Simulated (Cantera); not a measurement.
## Equilibrium for tantalum, niobium, vanadium and zirconium in process gases: Zr + N2O + H2

A closed system holds: 1 mol Zr, 0.45 mol N2O, 7.5 mol H2, at 12.0 Pa.

These are equilibrium values from Cantera (NASA tables, ideal gas, pure condensed phases), not measurements of a reactor. Candidate condensed phases: H2O, Zr, ZrN, ZrO2; 28 gas species. Mutual solubility and eutectic melting of coexisting phases are not modelled. ZrN: taken at fixed stoichiometry. Condensed phases not in the tables: solid solutions among these carbides, nitrides and lower oxides. Kinetics and transport are ignored.

```tsv
T (K)	x H2	x H	x ZrO	x N2	x Zr	x ZrO2	x H2O	n ZrN(s)	n ZrO2(tetragonal)
1575	0.988	0.00377	1.42e-10	0.00825	<1e-12	<1e-12	1.33e-6	0.775	0.225
1650	0.984	0.00822	2.27e-9	0.00823	1.72e-12	1.36e-11	1.94e-6	0.775	0.225
1725	0.975	0.0167	2.84e-8	0.00819	3.63e-11	1.61e-10	2.72e-6	0.775	0.225
1800	0.960	0.0320	2.87e-7	0.00813	5.96e-10	1.54e-9	3.68e-6	0.775	0.225
1875	0.934	0.0578	2.41e-6	0.00802	7.83e-9	1.23e-8	4.79e-6	0.775	0.225
1950	0.893	0.0989	1.71e-5	0.00786	8.45e-8	8.37e-8	5.98e-6	0.775	0.225
2025	0.832	0.160	0.000105	0.00763	7.67e-7	4.91e-7	7.11e-6	0.775	0.225
2100	0.746	0.246	0.000568	0.00739	5.94e-6	2.53e-6	8.00e-6	0.773	0.222
2175	0.635	0.355	0.00269	0.00746	3.91e-5	1.16e-5	8.48e-6	0.762	0.212
2250	0.500	0.480	0.0110	0.00901	0.000207	4.83e-5	8.59e-6	0.717	0.169
2325	0.351	0.595	0.0374	0.0152	0.000830	0.000182	8.32e-6	0.549	0.00675
2400	0.237	0.708	0.0354	0.0157	0.00381	4.54e-5	1.82e-6	0.502	0
```
x: gas mole fraction; n: condensed amount in mol.

From 1575 K to 2325 K the condensed part is ZrN(s) + ZrO2(tetragonal). At 2400 K the condensed part is ZrN(s).
